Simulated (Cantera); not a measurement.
A perfectly stirred reactor is fed with CH₄ : O₂ : N₂ : CO₂ = 1 : 2.47 : 9.28 : 1.5 (molar parts), equivalence ratio 0.81, at 78000 Pa; it is adiabatic with a 300 K inlet, and is followed from long to short residence time, starting on the burning branch (τ in s: 0.33, 0.13, 0.051, 0.02, 0.0078, 0.003, 0.0012, 0.00046, 0.00018, 7.1e-05, 2.8e-05, 1.1e-05, 4.2e-06).

Cantera simulation using GRI-Mech 3.0 (53 species, 325 reactions); the numbers are that mechanism's predictions, not measurements.

What does this change do: inlet temperature 300 to 450 K?


```
quantity                                                                        before                                 after
------------------------------------------------  ------------------------------------  ------------------------------------
blow-out, bracketed by the residence times tried  burning at 0.460 ms, out at 0.180 ms  burning at 0.460 ms, out at 0.180 ms
x(CH₄) at τ = 0.330 s                                                          5.87e-6                               4.01e-6
x(O₂) at τ = 0.330 s                                                            0.0332                                0.0333
x(CO₂) at τ = 0.330 s                                                            0.174                                 0.174
x(O) at τ = 0.330 s                                                            9.67e-5                              0.000132
x(NO) at τ = 0.330 s                                                           2.50e-5                               7.86e-5
x(CH₄) at τ = 1.20 ms                                                         0.000330                              0.000228
x(O₂) at τ = 1.20 ms                                                            0.0422                                0.0425
x(CO₂) at τ = 1.20 ms                                                            0.156                                 0.154
x(O) at τ = 1.20 ms                                                            0.00174                               0.00217
x(NO) at τ = 1.20 ms                                                           9.06e-6                               1.41e-5
```

What does this change do: 0.073 parts H2 added?


```csv
quantity,before,after
"blow-out, bracketed by the residence times tried","burning at 0.460 ms, out at 0.180 ms","burning at 0.460 ms, out at 0.180 ms"
x(CH₄) at τ = 0.330 s,5.87e-6,5.35e-6
x(O₂) at τ = 0.330 s,0.0332,0.0307
x(CO₂) at τ = 0.330 s,0.174,0.174
x(O) at τ = 0.330 s,9.67e-5,0.000102
x(NO) at τ = 0.330 s,2.50e-5,3.24e-5
x(CH₄) at τ = 1.20 ms,0.000330,0.000300
x(O₂) at τ = 1.20 ms,0.0422,0.0400
x(CO₂) at τ = 1.20 ms,0.156,0.155
x(O) at τ = 1.20 ms,0.00174,0.00182
x(NO) at τ = 1.20 ms,9.06e-6,1.06e-5
```
